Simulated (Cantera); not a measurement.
Cantera run:

```python
import numpy as np
import cantera as ct

gas_names = """
    AL ALBr ALBr3 ALH ALN ALO ALOH ALO2 ALO2H AL2 AL2Br6 AL2O AL2O2 Br Br2 H HALO HBr HNO HNO2 HNO3 HO2
    H2 H2O H2O2 N NH NH2 NH3 NH2OH NO NO2 NO3 N2 N2H2 N2H4 N2O O OH O2 O3
""".split()
cond_names = """
    AL(cr) AL(L) ALBr3(s) ALBr3(L) ALN(s) AL2O3(a) AL2O3(L) Br2(cr) Br2(L) H2O(s) H2O(L)
""".split()


# ... load() reads the species with a 1 bar reference pressure and builds the phases ...
atoms = {
    'AlBr3': {'AL': 1, 'Br': 3},
    'H2O': {'H': 2, 'O': 1},
    'N2': {'N': 2},
}
top_T = {'ALN(s)': 2750}  # K; cautious upper limits of use, not melting points


# ... equilibrate(T, P, feed) seeds the gas with the atoms and calls Mixture.equilibrate('TP', solver="vcs", rtol=1e-11, max_steps=5000) ...
results = []
feed = {'AlBr3': 1, 'H2O': 42, 'N2': 79}  # mol
P = 22  # Pa
for T in [1000, 1100, 1200, 1300, 1400, 1500, 1600, 1700, 1800, 1900, 2000]:
    mix = equilibrate(T, P, feed)
    results.append((T, P, feed, dict(zip(mix.species_names, mix.species_moles))))
    x = sorted(zip(gas.X, gas.species_names), reverse=True)
    print(f"T = {T:g} K  P = {P:g} Pa  gas = {mix.phase_moles(0):.4g} mol")
    print("   x: " + "  ".join(f"{s} {v:.3e}" for v, s in x if v > 1e-05))
    print("   condensed (mol): " + ("  ".join(f"{mix.phase(i).name} {mix.phase_moles(i):.4g}"
          for i in range(1, mix.n_phases) if mix.phase_moles(i) > 1e-12) or "none"))
```

Result:

```
T = 1000 K  P = 22 Pa  gas = 122.5 mol
   x: N2 6.448e-01  H2O 3.305e-01  HBr 2.406e-02  Br 4.263e-04  H2 2.144e-04
   condensed (mol): AL2O3(a) 0.5
T = 1100 K  P = 22 Pa  gas = 122.6 mol
   x: N2 6.445e-01  H2O 3.304e-01  HBr 2.321e-02  Br 1.264e-03  H2 6.334e-04
   condensed (mol): AL2O3(a) 0.5
T = 1200 K  P = 22 Pa  gas = 122.7 mol
   x: N2 6.439e-01  H2O 3.301e-01  HBr 2.142e-02  Br 3.030e-03  H2 1.517e-03
   condensed (mol): AL2O3(a) 0.5
T = 1300 K  P = 22 Pa  gas = 122.9 mol
   x: N2 6.430e-01  H2O 3.296e-01  HBr 1.840e-02  Br 6.013e-03  H2 3.010e-03
   condensed (mol): AL2O3(a) 0.5
T = 1400 K  P = 22 Pa  gas = 123.1 mol
   x: N2 6.416e-01  H2O 3.289e-01  HBr 1.435e-02  Br 1.001e-02  H2 5.021e-03  OH 3.025e-05  H 2.324e-05
   condensed (mol): AL2O3(a) 0.5
T = 1500 K  P = 22 Pa  gas = 123.4 mol
   x: N2 6.402e-01  H2O 3.280e-01  Br 1.420e-02  HBr 1.011e-02  H2 7.201e-03  OH 1.310e-04  H 1.007e-04  O2 3.375e-05  NO 1.398e-05
   condensed (mol): AL2O3(a) 0.5
T = 1600 K  P = 22 Pa  gas = 123.7 mol
   x: N2 6.387e-01  H2O 3.264e-01  Br 1.763e-02  H2 9.431e-03  HBr 6.628e-03  OH 4.825e-04  H 3.560e-04  O2 2.396e-04  NO 5.886e-05  O 1.514e-05
   condensed (mol): AL2O3(a) 0.5
T = 1700 K  P = 22 Pa  gas = 124.1 mol
   x: N2 6.367e-01  H2O 3.223e-01  Br 1.981e-02  H2 1.273e-02  HBr 4.370e-03  OH 1.466e-03  O2 1.177e-03  H 1.121e-03  NO 1.952e-04  O 1.034e-04
   condensed (mol): AL2O3(a) 0.5
T = 1800 K  P = 22 Pa  gas = 124.8 mol
   x: N2 6.328e-01  H2O 3.127e-01  Br 2.098e-02  H2 1.887e-02  OH 3.629e-03  O2 3.621e-03  H 3.316e-03  HBr 3.064e-03  O 4.937e-04  NO 4.891e-04
   condensed (mol): AL2O3(a) 0.5
T = 1900 K  P = 22 Pa  gas = 126.2 mol
   x: N2 6.254e-01  H2O 2.944e-01  H2 2.887e-02  Br 2.152e-02  H 9.090e-03  O2 8.022e-03  OH 7.616e-03  HBr 2.251e-03  O 1.801e-03  NO 9.984e-04
   condensed (mol): AL2O3(a) 0.4999
T = 2000 K  P = 22 Pa  gas = 128.9 mol
   x: N2 6.118e-01  H2O 2.639e-01  H2 4.265e-02  H 2.264e-02  Br 2.159e-02  O2 1.449e-02  OH 1.399e-02  O 5.430e-03  NO 1.773e-03  HBr 1.677e-03
   condensed (mol): AL2O3(a) 0.4993
```

Method: chemical equilibrium by Gibbs-energy minimisation in Cantera with the NASA 1993 tables (ideal gas, pure condensed phases).
